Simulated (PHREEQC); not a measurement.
Copper plating or etch bath: speciation

Consider water at 25 °C with 0.11 mol Cu(NO3)2 and 0.01 mol NaCl per kg of water. Closed to the air; pH follows from the charge balance.

Equilibrium calculation in PHREEQC: ion-association model, wateq4f.dat.

Each row changes one thing in this solution. This is a speciation only: nothing precipitates in the calculation.

```
case                                               pH  ionic strength (mol/kgw)
-----------------------------------------------  ----  ------------------------
as made                                          4.21                     0.338
diluted 100-fold with water                      5.27                   0.00340
Cu(NO3)2 left out                                7.00                    0.0100
temperature from 25 to 90 °C                     3.49                     0.330
NaCl left out                                    4.20                     0.330
diluted 2-fold with water                        4.35                     0.170
diluted 10-fold with water                       4.73                       ___
0.0012 mol/kgw HNO3 added                        3.03                       ___
Cu(NO3)2 replaced by CuSO4 at the same molality  4.51                     0.236
```

Problem. Fill in the missing entries.

Solution. 
- diluted 10-fold with water, ionic strength (mol/kgw): 0.0340
- 0.0012 mol/kgw HNO3 added, ionic strength (mol/kgw): 0.340

Some of these states are supersaturated (in Antlerite, Brochantite, for instance). Away from 25 °C the constants follow the database's enthalpies or fits; those with neither stay at their 25 °C values.
